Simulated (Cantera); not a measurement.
A closed system holds: 1 mol SO2, 28 mol N2, held at 3200000 Pa.

These are equilibrium values from Cantera (NASA tables, ideal gas, pure condensed phases), not measurements of a reactor. Candidate condensed phases: S; 17 gas species. The ideal-gas law is rough above about 30 bar. The numbers say what is thermodynamically allowed, not how fast it happens. All values below are at 3200 K.

Base state: N2 0.955, SO2 0.0221, SO 0.0107, NO 0.00699, O2 0.00236, O 0.00185, S 0.00102, S2 0.000174 (mole fractions); condensed: gas only.

Problem. What changes in the equilibrium state with this change: 0.17 mol CO2 added?

Solution. 
| species | before | after |
|---|---|---|
| N2 | 0.955 | 0.947 |
| SO2 | 0.0221 | 0.0230 |
| SO | 0.0107 | 0.00985 |
| CO | 0 | 0.00392 |
| CO2 | 0 | 0.00185 |
| S2 | 0.000174 | 0.000116 |
| S2O | 2.17e-5 | 1.63e-5 |
| O2 | 0.00236 | 0.00301 |
| SN | 3.51e-5 | 2.85e-5 |
| S | 0.00102 | 0.000832 |
Further candidate phases: C.
